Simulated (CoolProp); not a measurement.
Vapour-liquid equilibrium of benzene (1) + dimethyl carbonate (2) at 170.75 °C; x and y are mole fractions of (1).

The numbers come from the multi-fluid Helmholtz-energy mixture model, Thol 2012 and Zhou 2011; pair parameters Bell 2016 in CoolProp.

Question: Give the bubble pressure and the first vapour's composition at x = 0.125, 0.275, 0.875. Is there an azeotrope?

Answer: x = 0.125: 0.8112 MPa, y = 0.154; x = 0.275: 0.8431 MPa, y = 0.314; x = 0.875: 0.8811 MPa, y = 0.869. y crosses x between x = 0.725 and 0.8: the model has an azeotrope there.

Pair parameters are fitted to limited data, so mixtures are less certain than the pure fluids.
